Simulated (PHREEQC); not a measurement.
A made-up water analysis in mmol/kgw, 80 °C, pH 3.08, pe 12.9:

| constituent | mmol/kgw |
|---|---|
| Na | 32.4 |
| K | 2.84 |
| Ca | 6.39 |
| Mg | 5.69 |
| Cl | 29.3 |
| S(6) | 34.3 |
| Zn | 2.08 |

Valence states are taken as typed.

All values are PHREEQC results (ion-association model, phreeqc.dat), not measurements.

This is a speciation only: nothing precipitates in the calculation.

Q: Estimate the ionic strength.

A: ionic strength 0.0911 mol/kgw.

Q: In which forms is S present?

A: SO4-2 63 %, MgSO4 11 %, HSO4- 9.5 %, CaSO4 7.4 %, NaSO4- 4.5 %, ZnSO4 2.4 % of the S.

Away from 25 °C the constants follow the database's enthalpies or fits; those with neither stay at their 25 °C values.
